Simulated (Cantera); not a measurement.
A closed system holds: 1 mol SiH2Cl2, 0.037 mol C2H2, 99 mol H2, at 7.60 mbar.

These are equilibrium values from Cantera (NASA tables, ideal gas, pure condensed phases), not measurements of a reactor. Candidate condensed phases: C, C6H6, C7H8, C8H18, Si, SiC; 109 gas species. Mutual solubility and eutectic melting of coexisting phases are not modelled. The tables' values for SiCl3 are old estimates; treat these amounts as uncertain. Equilibrium is a limit: real reactors are often held back by kinetics, nucleation or transport. All values below are at 1298 K.

Base state: H2 0.981, HCl 0.0180, SiCl2 0.000876, SiCl3 1.56e-5, H 1.22e-5 (mole fractions); condensed: Si(s) + SiC(s).

What changes in the equilibrium state with this change: H2 from 99 to 2.9 mol?


| species | before | after |
|---|---|---|
| H2 | 0.981 | 0.740 |
| HCl | 0.0180 | 0.149 |
| SiCl2 | 0.000876 | 0.0799 |
| SiCl4 | 1.67e-6 | 0.0139 |
| SiCl3 | 1.56e-5 | 0.0136 |
| SiHCl3 | 4.12e-6 | 0.00311 |
| SiH2Cl2 | 1.43e-6 | 9.83e-5 |
| H | 1.22e-5 | 1.06e-5 |
| Si(s), mol | 0.835 | 0.393 |
| SiC(s), mol | 0.0740 | 0.0740 |
